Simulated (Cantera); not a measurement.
Feed: 1 mol SiO₂, 0.94 mol H₂, 0.039 mol H₂O, held at 1.70 mbar.

Cantera equilibrium calculation (NASA polynomials, part measured and part estimated; ideal gas, pure solids and liquids). Candidate condensed phases: H₂O, Si, SiO₂; 18 gas species. The tables hold silica as quartz up to 1696 K and as liquid above; real silica turns to tridymite and cristobalite and melts near 1996 K. Equilibrium is a limit: real reactors are often held back by kinetics, nucleation or transport.

Problem. At 1400 K, list the 3 most abundant gas species with their mole fractions, and the condensed phases.

Solution. H₂ 0.960, H₂O 0.0398, H 0.000116. Condensed: SiO₂(β-quartz).
